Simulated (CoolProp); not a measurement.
Values from CoolProp's reference Helmholtz-energy equation of state, Gao 2022.

Question: For n-perfluorohexane, give the phase and the cp (kJ/(kg K)), fugacity coefficient at 358.2 K and 0.768 MPa; 378.6 K and 0.768 MPa.

Answer: 
- 358.2 K and 0.768 MPa: liquid; cp 1.14, fugacity coefficient 0.290
- 378.6 K and 0.768 MPa: liquid; cp 1.18, fugacity coefficient 0.464
